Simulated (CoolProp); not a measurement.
Aqueous potassium carbonate as a coolant, 29 % by mass, freezing at -17.3 °C, 1 atm.

Computed with CoolProp (Melinder's fits for secondary coolants).

| T (°C) | conductivity (W/(m K)) | viscosity (mPa s) | Prandtl number | density (kg/m³) |
|---|---|---|---|---|
| -14.9 | 0.513 | 6.72 | 38.5 | 1301 |
| -10.3 | 0.521 | 5.65 | 32.0 | 1300 |
| -5.6 | … | 4.81 | 26.8 | 1298 |
| -1 | 0.536 | … | 22.9 | … |
| 3.7 | 0.543 | 3.63 | 19.8 | 1295 |
| 8.4 | … | 3.20 | 17.3 | 1293 |
| 13 | 0.559 | 2.86 | 15.2 | 1291 |
| 17.7 | 0.566 | 2.56 | 13.5 | 1289 |
| 22.3 | 0.574 | 2.32 | 12.1 | 1286 |
| 27 | 0.582 | 2.10 | 10.9 | 1284 |
| 31.6 | … | 1.92 | 9.81 | … |
| 36.3 | 0.597 | 1.75 | … | 1279 |

### Question
Complete the blanks.

### Answer

- -5.6, conductivity (W/(m K)): 0.528
- -1, viscosity (mPa s): 4.16
- -1, density (kg/m³): 1297
- 8.4, conductivity (W/(m K)): 0.551
- 31.6, conductivity (W/(m K)): 0.589
- 31.6, density (kg/m³): 1281
- 36.3, Prandtl number: 8.86
